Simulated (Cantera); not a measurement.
Feed: 1 mol BN, 0.74 mol O2, 2.1 mol H2, held at 18.0 mbar.

These are equilibrium values from Cantera (NASA tables, ideal gas, pure condensed phases), not measurements of a reactor. Candidate condensed phases: B, BN, B2O3, B3O3H3, H2O; 39 gas species. Mutual solubility and eutectic melting of coexisting phases are not modelled. Equilibrium is a limit: real reactors are often held back by kinetics, nucleation or transport.

Problem. What share of the B ends up in condensed phases as a function of T (K), at 1000, 1100, 1200, 1300, 1400, 1500, 1600?

Solution. 
```json
[
 {"T (K)": "1000", "B condensed (%)": "100.0", "as": "BN(s) + B2O3(l)"},
 {"T (K)": "1100", "B condensed (%)": "100.0", "as": "BN(s) + B2O3(l)"},
 {"T (K)": "1200", "B condensed (%)": "99.9", "as": "BN(s) + B2O3(l)"},
 {"T (K)": "1300", "B condensed (%)": "99.8", "as": "BN(s) + B2O3(l)"},
 {"T (K)": "1400", "B condensed (%)": "99.2", "as": "BN(s) + B2O3(l)"},
 {"T (K)": "1500", "B condensed (%)": "97.2", "as": "BN(s) + B2O3(l)"},
 {"T (K)": "1600", "B condensed (%)": "89.2", "as": "BN(s) + B2O3(l)"}
]
```
